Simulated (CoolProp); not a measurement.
Vapour-liquid equilibrium of R152A (1) + R227EA (2) at 0.922 kPa; x and y are mole fractions of (1).

Model: multi-fluid Helmholtz-energy mixture model, Outcalt 1996 and Lemmon 2016; pair parameters Bell 2016, in CoolProp.

**Question.** Give the bubble temperature and the first vapour's composition at x = 0.05, 0.25, 0.35. Is there an azeotrope?

**Answer.** x = 0.05: -89.1 °C, y = 0.076; x = 0.25: -90.8 °C, y = 0.398; x = 0.35: -91.7 °C, y = 0.533. No azeotrope shows between x = 0.05 and 0.95.

Pair parameters are fitted to limited data, so mixtures are less certain than the pure fluids. The gap from Raoult's law changes sign with composition, which may be real or a fault of the pair parameters; it wasn't checked against measurements.
